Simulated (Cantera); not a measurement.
Cantera run, input and output.

```python
import numpy as np
import cantera as ct

gas = ct.Solution("gri30.yaml")
gas.TPX = 1125, 1333, {'H2': 0.43, 'O2': 1, 'N2': 0.13}
reactor = ct.IdealGasConstPressureReactor(gas, energy="off", clone=False)
net = ct.ReactorNet([reactor])
net.rtol, net.atol = 1e-08, 1e-18
show = ['H2', 'O2', 'H2O', 'HO2', 'H2O2', 'OH']
times = np.geomspace(0.0001, 1, 9)

steps = ct.SolutionArray(gas, extra=["t"])
rows = []
print(f"{'t/s':>10s}{'T/K':>9s}{'P/Pa':>11s}" + "".join(f"{s:>11s}" for s in show))
for t in times:
    while net.time < t:
        t_next = net.step()
        steps.append(gas.state, t=t_next)
    rows.append([np.interp(t, steps.t, y) for y in (steps.T, steps.P, *steps(*show).X.T)])
    print(f"{t:10.3e}{rows[-1][0]:9.1f}{rows[-1][1]:11.4g}" + "".join(f"{x:11.3e}" for x in rows[-1][2:]))
rate = np.gradient(steps.T, steps.t)
print("integrator steps:", len(steps.t))
if steps.T.max() > steps.T[0] + 200:
    print(f"time of steepest temperature rise: {steps.t[rate.argmax()]:.4e} s")
gas.TPX = 1125, 1333, {'H2': 0.43, 'O2': 1, 'N2': 0.13}
gas.equilibrate("TP")
print(f"equilibrium (TP): T = {gas.T:.1f} K  " + "  ".join(f"{s} {gas[s].X[0]:.3e}" for s in show))
```

It prints:

```
       t/s      T/K       P/Pa         H2         O2        H2O        HO2       H2O2         OH
 1.000e-04   1125.0       1333  2.756e-01  6.410e-01  2.004e-09  3.577e-09  1.988e-12  7.208e-10
 3.162e-04   1125.0       1333  2.756e-01  6.410e-01  6.913e-08  1.154e-08  2.001e-11  1.144e-08
 1.000e-03   1125.0       1333  2.755e-01  6.409e-01  1.175e-04  4.561e-07  6.530e-10  1.683e-05
 3.162e-03   1125.0       1333  1.561e-02  5.163e-01  2.121e-01  1.014e-05  3.100e-07  8.624e-03
 1.000e-02   1125.0       1333  8.456e-03  5.546e-01  2.776e-01  1.223e-05  5.214e-07  6.515e-03
 3.162e-02   1125.0       1333  1.089e-03  5.801e-01  3.156e-01  8.929e-06  6.145e-07  2.267e-03
 1.000e-01   1125.0       1333  7.250e-05  5.832e-01  3.192e-01  2.004e-06  2.487e-07  5.825e-04
 3.162e-01   1125.0       1333  8.187e-06  5.835e-01  3.196e-01  3.311e-07  7.790e-08  2.019e-04
 1.000e+00   1125.0       1333  1.490e-06  5.836e-01  3.196e-01  7.076e-08  2.547e-08  8.809e-05
integrator steps: 1603
equilibrium (TP): T = 1125.0 K  H2 8.795e-09  O2 5.836e-01  H2O 3.197e-01  HO2 7.205e-09  H2O2 3.303e-10  OH 6.880e-06
```

Model: GRI-Mech 3.0 (53 species, 325 reactions), integrated in Cantera. Radical loss at walls, strong at low pressure, is not modelled. The temperature is held fixed by assumption; the heat of reaction is taken as removed at once.
